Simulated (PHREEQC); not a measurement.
A PHREEQC input (ion-association model, wateq4f.dat):

```
SOLUTION 1
  temp 26
  units mg/L
  pH 6.78
  pe 12.5
  Na 0.657
  K 0.182 charge
  Ca 1.06
  Mg 0.621
  Cl 2.55
  S(6) 2.52 as SO4
  Alkalinity 0.968 as HCO3
  Cu(2) 0.0295
END
USE solution 1
EQUILIBRIUM_PHASES 1
  CO2(g) -2 10
END
```

The run finishes without an error or a warning.

Its last state differs from that of the intended input:

```tsv
quantity	as run	intended
ionic strength (mol/kgw)	0.000225	0.000224
KSO4- (mol/kgw)	1.17e-9	8.06e-10
SI of Cu(OH)2 (Cu(OH)2)	-4.63	-4.62
```

One thing in the input isn't as intended. What explains the difference?

One answer among several that fit: The fault: charge balance asked on the minor ion K. The line should read `K 0.182` where the input has `K 0.182 charge`.
